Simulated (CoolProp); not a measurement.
Vapour-liquid equilibrium of benzene (1) + m-xylene (2) at 6.54 bar; x and y are mole fractions of (1).

Model: multi-fluid Helmholtz-energy mixture model, Thol 2012 and Zhou 2012; pair parameters Bell 2016, in CoolProp.

### Question
Give the bubble temperature and the first vapour's composition at x = 0.125, 0.725, 0.95. Is there an azeotrope?

### Answer
x = 0.125: 212.2 °C, y = 0.281; x = 0.725: 168.8 °C, y = 0.895; x = 0.95: 157.9 °C, y = 0.985. No azeotrope shows between x = 0.05 and 0.95.

Pair parameters are fitted to limited data, so mixtures are less certain than the pure fluids.
